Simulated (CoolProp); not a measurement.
Model: reference Helmholtz-energy equation of state, Lemmon 2006, in CoolProp. It is a short technical equation, of lower accuracy than the large ones.

Task: For C3F8 (R218), give the phase and the cp (kJ/(kg K)), cv (kJ/(kg K)), viscosity (µPa s) at 364.3 K and 40 bar; 307.2 K and 5.68 bar; 246.8 K and 10.4 bar.

Result: 
- 364.3 K and 40 bar: supercritical; cp 2.19, cv 0.936, viscosity 45.1
- 307.2 K and 5.68 bar: gas; cp 0.867, cv 0.784, viscosity 12.7
- 246.8 K and 10.4 bar: liquid; cp 0.996, cv 0.704, viscosity 375

Viscosity comes from a separate model (Huber 2003), an estimate that may be off by 10 % or more.
